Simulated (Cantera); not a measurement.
Feed: 1 mol AlCl₃, 6.3 mol HCl, 970 mol N₂, held at 0.00133 bar.

These are equilibrium values from Cantera (NASA tables, ideal gas, pure condensed phases), not measurements of a reactor. Candidate condensed phases: Al, AlCl₃, AlN, NH₄Cl; 20 gas species. The tables' values for AlCl₂ are old estimates; treat these amounts as uncertain. Rates play no part.

x: gas mole fraction; nothing condenses.

| T (°C) | x N₂ | x HCl | x Cl | x AlCl₃ | x AlCl | x H₂ |
|---|---|---|---|---|---|---|
| 677 | 0.993 | 0.00645 | 2.58e-7 | 0.00102 | <1e-12 | ___ |
| 752 | 0.993 | 0.00645 | 1.00e-6 | 0.00102 | 1.19e-12 | ___ |
| 827 | 0.993 | 0.00644 | 3.23e-6 | 0.00102 | 5.74e-11 | ___ |
| 902 | 0.993 | 0.00644 | 9.00e-6 | 0.00102 | 1.68e-9 | ___ |
| 977 | 0.993 | 0.00643 | 2.24e-5 | 0.00102 | 3.22e-8 | ___ |
| 1052 | 0.993 | 0.00640 | 5.09e-5 | 0.00102 | 4.28e-7 | ___ |
| 1127 | 0.992 | 0.00636 | 0.000109 | 0.00100 | 4.00e-6 | ___ |
| 1202 | 0.992 | 0.00632 | 0.000231 | 0.000945 | 2.53e-5 | ___ |
| 1277 | 0.992 | 0.00628 | 0.000487 | 0.000805 | 0.000104 | ___ |
| 1352 | 0.992 | 0.00623 | 0.000970 | 0.000553 | 0.000291 | ___ |
| 1427 | 0.991 | 0.00612 | 0.00166 | 0.000254 | 0.000577 | ___ |
| 1502 | 0.990 | 0.00585 | 0.00235 | 7.08e-5 | 0.000817 | ___ |
| 1577 | 0.990 | 0.00535 | 0.00302 | 1.58e-5 | 0.000931 | ___ |

Q: Complete the blanks.

A: 
- 677, x H₂: 1.32e-7
- 752, x H₂: 5.02e-7
- 827, x H₂: 1.60e-6
- 902, x H₂: 4.40e-6
- 977, x H₂: 1.06e-5
- 1052, x H₂: 2.23e-5
- 1127, x H₂: 4.09e-5
- 1202, x H₂: 6.22e-5
- 1277, x H₂: 7.89e-5
- 1352, x H₂: 9.56e-5
- 1427, x H₂: 0.000134
- 1502, x H₂: 0.000230
- 1577, x H₂: 0.000394
